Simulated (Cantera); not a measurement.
Charge: 1 mol Si, 5.5 mol HCl, 0.48 mol H2, equilibrated at 602 °C and 1.40 bar.

These are equilibrium values from Cantera (NASA tables, ideal gas, pure condensed phases), not measurements of a reactor. Candidate condensed phases: Si; 19 gas species. Equilibrium is a limit: real reactors are often held back by kinetics, nucleation or transport.

Base state: H2 0.497, HCl 0.302, SiCl4 0.200, SiHCl3 0.000721 (mole fractions); condensed: gas only.

What changes in the equilibrium state with this change: temperature from 602 °C to 975 °C?


| species | before | after |
|---|---|---|
| H2 | 0.497 | 0.485 |
| HCl | 0.302 | 0.314 |
| SiCl4 | 0.200 | 0.187 |
| SiHCl3 | 0.000721 | 0.0102 |
| SiCl2 | 1.65e-9 | 0.000290 |
| SiCl3 | 2.39e-6 | 0.00274 |
| SiH2Cl2 | 2.38e-7 | 7.53e-5 |
The tables' values for SiCl3 are old estimates; treat these amounts as uncertain.

What changes in the equilibrium state with this change: temperature from 602 °C to 1125 °C?


```csv
species,before,after
H2,0.497,0.465
HCl,0.302,0.336
SiCl4,0.200,0.165
SiCl3,2.39e-6,0.0131
SiHCl3,0.000721,0.0160
SiCl2,1.65e-9,0.00446
SiH2Cl2,2.38e-7,0.000234
```
The tables' values for SiCl3 are old estimates; treat these amounts as uncertain.
